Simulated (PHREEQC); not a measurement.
# Metal-bearing waste water

A solution holds 18 mmol/kgw ZnSO4, 0.43 mmol/kgw ZnCl2, 1.2 mmol/kgw HCl and 0.65 mmol/kgw NaCl, at 25 °C. Closed to the air; pH follows from the charge balance.

The numbers come from PHREEQC with the ion-association model, phreeqc.dat.

Each row changes one thing in this solution. No solid was allowed to form.

```tsv
case	pH	ionic strength (mol/kgw)	Zn+2 (mol/kgw)	SO4-2 (mol/kgw)	ZnSO4 (mol/kgw)	Zn(SO4)2-2 (mol/kgw)	SI of Zn(OH)2(e) (Zn(OH)2)
as made	3.16	0.0474	0.0117	0.0103	0.00618	0.000533	-7.44
NaCl replaced by CuCl2 at the same molality	3.16	0.0482	0.0118	0.0103	0.00611	0.000522	-7.44
HCl left out	?	0.0464	0.0115	0.0106	0.00631	?	-2.40
diluted 10-fold with water	4.00	0.00635	0.00156	0.00150	0.000282	3.46e-6	-6.46
HCl from 0.0012 to 0.00108 mol/kgw	3.21	0.0473	0.0117	?	0.00619	0.000536	-7.35
diluted 100-fold with water	?	0.000728	0.000179	0.000174	5.72e-6	8.10e-9	-5.42
```

Task: Fill in the missing entries.

Result: 
- HCl left out, pH: 5.68
- HCl left out, Zn(SO4)2-2 (mol/kgw): 0.000556
- HCl from 0.0012 to 0.00108 mol/kgw, SO4-2 (mol/kgw): 0.0104
- diluted 100-fold with water, pH: 4.94

Species that the database lacks are ignored.
